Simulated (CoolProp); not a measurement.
Vapour pressure (bar) of octamethyltrisiloxane (MDM): the reference equation beside estimates from Tc = 565.4 K, pc = 14.38 bar, ω = 0.528.

Model: reference Helmholtz-energy equation of state, Thol 2017, in CoolProp.

| T (K) | reference | Lee-Kesler | van der Waals | Redlich-Kwong | Soave-Redlich-Kwong | Peng-Robinson |
|---|---|---|---|---|---|---|
| 389.7 | 0.3540 | 0.3511 | 2.663 | 1.102 | 0.3510 | 0.3564 |
| 400.6 | 0.4996 | 0.4951 | 3.065 | 1.392 | 0.4951 | 0.4999 |
| 411.4 | 0.6869 | 0.6804 | 3.502 | 1.729 | 0.6811 | 0.6843 |
| 422.3 | 0.9279 | 0.9188 | 3.981 | 2.125 | 0.9211 | 0.9215 |
| 433.2 | 1.230 | 1.218 | 4.501 | 2.580 | 1.223 | 1.219 |
| 444 | 1.599 | 1.583 | 5.056 | 3.095 | 1.594 | 1.584 |
| 454.9 | 2.052 | 2.032 | 5.659 | 3.683 | 2.050 | 2.034 |
| 465.8 | 2.597 | 2.573 | 6.306 | 4.343 | 2.602 | 2.577 |
| 476.6 | 3.238 | 3.210 | 6.990 | 5.072 | 3.254 | 3.220 |
| 487.5 | 4.001 | 3.969 | 7.726 | 5.889 | 4.032 | 3.987 |
| 498.4 | 4.892 | 4.859 | 8.509 | 6.789 | 4.944 | 4.889 |
| 509.2 | 5.918 | 5.885 | 9.330 | 7.768 | 5.993 | 5.929 |
| 520.1 | 7.112 | 7.085 | 10.21 | 8.846 | 7.214 | 7.144 |
| 531 | 8.487 | 8.471 | 11.13 | 10.02 | 8.613 | 8.542 |

Absolute difference from the reference over all 14 rows, mean and median: Lee-Kesler 0.8 and 0.9 %, van der Waals 222.9 and 159.3 %, Redlich-Kwong 88.4 and 73.4 %, Soave-Redlich-Kwong 0.8 and 0.8 %, Peng-Robinson 0.5 and 0.6 %.
